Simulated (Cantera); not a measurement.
Feed: 1 mol SiO₂, 34 mol H₂, held at 5.50 mbar.

Cantera equilibrium calculation (NASA polynomials, part measured and part estimated; ideal gas, pure solids and liquids). Candidate condensed phases: H₂O, Si, SiO₂; 18 gas species. Kinetics and transport are ignored.

x: gas mole fraction; n: condensed amount in mol.

| T (K) | x H₂ | x H | x H₂O | x SiO | n SiO₂(α-quartz) | n SiO₂(β-quartz) |
|---|---|---|---|---|---|---|
| 600 | 1.00 | <1e-12 | <1e-12 | <1e-12 | 1.00 | 0 |
| 650 | 1.00 | <1e-12 | <1e-12 | <1e-12 | 1.00 | 0 |
| 700 | 1.00 | <1e-12 | <1e-12 | <1e-12 | 1.00 | 0 |
| 750 | 1.00 | [?] | [?] | <1e-12 | 1.00 | 0 |
| 800 | 1.00 | 3.91e-11 | 2.08e-11 | <1e-12 | 1.00 | 0 |
| 850 | 1.00 | [?] | [?] | [?] | 0 | 1.00 |
| 900 | 1.00 | 1.58e-9 | 3.14e-10 | 1.81e-10 | 0 | 1.00 |
| 950 | 1.00 | 7.50e-9 | 1.72e-9 | 1.62e-9 | 0 | 1.00 |
| 1000 | 1.00 | 3.06e-8 | 9.63e-9 | 9.58e-9 | 0 | 1.00 |

Q: Fill in the missing entries.

A: 
- 850, x H: 2.76e-10
- 850, x H₂O: 7.84e-11
- 850, x SiO: 9.24e-12
- 750, x H: 4.27e-12
- 750, x H₂O: 4.75e-12
